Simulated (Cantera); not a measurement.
# Adiabatic ignition

An adiabatic, constant-pressure homogeneous reactor starts with 9.77 % CH4, 16.3 % O2, 61.2 % N2, 12.7 % H2O, at 1748 K and 1.00 atm.

Model: GRI-Mech 3.0 (53 species, 325 reactions), integrated in Cantera.

```tsv
t (s)	T (K)	x CH4	x O2	x H2O	x CO	x HO2	x NO	x CH2CO
9.00e-6	1748	0.0976	0.163	0.127	9.43e-8	5.50e-6	<1e-12	9.60e-12
3.70e-5	1747	0.0970	0.163	0.127	1.06e-5	1.04e-5	8.41e-12	1.77e-8
0.000152	1834	0.0666	0.143	0.147	0.00993	0.000172	4.74e-9	0.000346
0.000624	2736	<1e-12	0.0103	0.244	0.0490	4.09e-6	0.00112	<1e-12
0.00256	2732	<1e-12	0.00939	0.244	0.0493	3.78e-6	0.00440	<1e-12
0.0105	2729	<1e-12	0.00901	0.244	0.0494	3.64e-6	0.00587	<1e-12
0.0433	2729	<1e-12	0.00901	0.244	0.0494	3.64e-6	0.00588	<1e-12
0.178	2729	<1e-12	0.00901	0.244	0.0494	3.64e-6	0.00588	<1e-12
0.730	2729	<1e-12	0.00901	0.244	0.0494	3.64e-6	0.00588	<1e-12
3.00	2729	<1e-12	0.00901	0.244	0.0494	3.64e-6	0.00588	<1e-12
```
x: mole fraction; the columns are a selection and need not sum to one.

The time of steepest temperature rise comes out as 0.174 ms, the temperature at 3.00 s comes out as 2729 K and the equilibrium temperature comes out as 2729 K. The x(CH4) at 3.00 s comes out as <1e-12 (gas-phase equilibrium <1e-12), the x(O2) at 3.00 s comes out as 0.00901 (gas-phase equilibrium 0.00901) and the x(H2O) at 3.00 s is 0.244 (gas-phase equilibrium 0.244).
